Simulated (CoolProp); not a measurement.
A single-stage vapour-compression cycle with CH2F2 (R32): evaporating at 213.15 K (dew point), condensing at 256.15 K (bubble point), superheat 8 K, subcooling 2 K, compressor efficiency 0.85, no pressure losses. Each further row changes one setting.

Values from CoolProp's reference Helmholtz-energy equation of state, Tillner-Roth 1997.

| case | cooling COP | pressure ratio | discharge temperature (K) | refrigerating effect (kJ/kg) | volumetric capacity (kJ/m³) |
|---|---|---|---|---|---|
| as stated | 3.43 | 6.99 | 344.0 | 331 | 625 |
| evaporating temperature 218.15 K | 4.07 | 5.33 | 331.6 | 334 | 813 |
| condensing temperature 251.15 K | 3.97 | 5.79 | 331.0 | 339 | 641 |
| subcooling 7 K | 3.52 | 6.99 | 344.0 | 339 | 641 |
| superheat 18 K | 3.36 | 6.99 | 357.2 | 339 | 609 |
| compressor efficiency 0.75 | 3.03 | 6.99 | 357.5 | 331 | 625 |
